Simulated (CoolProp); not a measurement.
A simple Rankine cycle with n-pentane: condensing at 309.15 K, boiler at 1.61 MPa, turbine inlet 428.8 K, turbine efficiency 0.8, pump efficiency 0.7, no recuperator. Each further row changes one setting.

Values from CoolProp's reference Helmholtz-energy equation of state, Thol 2019.

| case | thermal efficiency (%) | net work (kJ/kg) | heat in (kJ/kg) | turbine exit temperature (K) | volume ratio over the turbine |
|---|---|---|---|---|---|
| as stated | … | 84.2 | 545 | 364.4 | 18.6 |
| turbine inlet 448.8 K | 15.3 | 91.6 | … | 387.6 | 17.5 |
| condensing temperature 301.15 K | … | 93.1 | … | 359.4 | 24.5 |
| boiler pressure 1.13 MPa | 13.9 | 78.8 | … | 377.4 | 11.8 |
| turbine efficiency 0.7 | 13.4 | 73.3 | 545 | 369.9 | … |

Problem. Complete the blanks.

Solution. 
- as stated, thermal efficiency (%): 15.5
- turbine inlet 448.8 K, heat in (kJ/kg): 600
- condensing temperature 301.15 K, thermal efficiency (%): 16.5
- condensing temperature 301.15 K, heat in (kJ/kg): 564
- boiler pressure 1.13 MPa, heat in (kJ/kg): 566
- turbine efficiency 0.7, volume ratio over the turbine: 18.9
